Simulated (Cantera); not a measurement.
A perfectly stirred reactor is fed with CH4 : O2 : N2 = 1 : 2.08 : 7.83 (molar parts), equivalence ratio 0.96, at 5.00 bar; it is adiabatic with a 700 K inlet, and is followed from long to short residence time, starting on the burning branch (τ in s: 0.025, 0.012, 0.0058, 0.0028, 0.0014, 0.00068, 0.00033, 0.00016, 7.8e-05, 3.8e-05, 1.9e-05, 9.1e-06).

Cantera simulation using GRI-Mech 3.0 (53 species, 325 reactions); the numbers are that mechanism's predictions, not measurements.

x: mole fraction; the columns are a selection and need not sum to one.

```
τ (s)    T (K)     x CH4    x O2     x CH3    x C2H6      x NO      x H2O2
-------  -----  --------  ------  --------  --------  --------  ----------
0.025     2445   1.86e-6  0.0110   1.13e-6    <1e-12   0.00324     2.60e-7
0.012     2443   3.75e-6  0.0115   2.28e-6  3.69e-12   0.00258     2.68e-7
0.0058    2439   7.35e-6  0.0121   4.45e-6  1.41e-11   0.00189     2.78e-7
0.0028    2430   1.41e-5  0.0129   8.42e-6  5.13e-11   0.00131     2.93e-7
0.0014    2414   2.54e-5  0.0140   1.49e-5  1.65e-10  0.000908     3.15e-7
0.00068   2388   4.53e-5  0.0155   2.56e-5  5.16e-10  0.000628  (withheld)
0.00033   2351   7.92e-5  0.0175   4.26e-5   1.53e-9  0.000440  (withheld)
0.00016   2304  0.000139  0.0199   6.99e-5   4.48e-9  0.000310  (withheld)
7.8e-5    2247  0.000248  0.0230  0.000116   1.38e-8  0.000216  (withheld)
3.8e-5    2179  0.000475  0.0271  0.000201   5.00e-8  0.000144  (withheld)
1.9e-5    2098   0.00102  0.0332  0.000385   2.56e-7   8.80e-5  (withheld)
9.1e-6     700    0.0917   0.191    <1e-12    <1e-12    <1e-12      <1e-12
```

Q: Some entries are withheld; supply them.

A: 
- 0.00068, x H2O2: 3.51e-7
- 0.00033, x H2O2: 4.07e-7
- 0.00016, x H2O2: 4.89e-7
- 7.8e-5, x H2O2: 6.00e-7
- 3.8e-5, x H2O2: 7.53e-7
- 1.9e-5, x H2O2: 9.77e-7
